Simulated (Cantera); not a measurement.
Premixed flame

A freely propagating, adiabatic, planar premixed flame of CH4 : C2H6 : O2 : N2 = 1 : 0.95 : 6.83 : 25.7 (molar parts), equivalence ratio 0.78, unburnt at 425 K and 750 Torr; mixture-averaged transport, grid criteria slope 0.08 and curve 0.16, no radiation.

Detailed kinetics in Cantera: GRI-Mech 3.0 (53 species, 325 reactions). Burning velocities carry a grid error of a few per cent, more on coarse grids.

```
z (mm)  T (K)  u (m/s)     x CH4    x C2H6    x O2     x CH3     x NO      x H2
------  -----  -------  --------  --------  ------  --------  -------  --------
-1.25     425    0.545    0.0290    0.0275   0.198     <1e-8    <1e-8  0.000552
-0.836    427    0.547    0.0289    0.0275   0.198     <1e-8    <1e-8   0.00143
-0.627    435    0.559    0.0287    0.0274   0.197     <1e-8    <1e-8   0.00255
-0.418    493    0.635    0.0274    0.0268   0.192   7.76e-8  2.72e-8   0.00471
-0.209    843     1.10    0.0206    0.0196   0.162   7.19e-5  5.58e-7   0.00816
-0.104   1219     1.61    0.0129   0.00885   0.126  0.000876  1.61e-6   0.00987
0        1584     2.12   0.00387  0.000606  0.0856   0.00100  3.20e-6   0.00961
0.104    1732     2.31  0.000316   1.55e-6  0.0633   7.64e-5  5.19e-6   0.00658
0.209    1786     2.37   1.40e-5     <1e-8  0.0555   3.34e-6  6.82e-6   0.00514
0.418    1855     2.45   3.16e-8     <1e-8  0.0504     <1e-8  9.24e-6   0.00450
0.836    1933     2.54     <1e-8     <1e-8  0.0471     <1e-8  1.28e-5   0.00349
1.67     2002     2.62     <1e-8     <1e-8  0.0449     <1e-8  1.77e-5   0.00214
3.34     2050     2.67     <1e-8     <1e-8  0.0436     <1e-8  2.40e-5   0.00110
```
x: mole fraction of selected species; z is measured from the peak of heat release.

The laminar burning velocity comes out as 54.4 cm/s, the thermal thickness is 0.418 mm and the peak x(CH3) comes out as 0.00141. The peak x(H2) is 0.0102 and the grid points is 139.
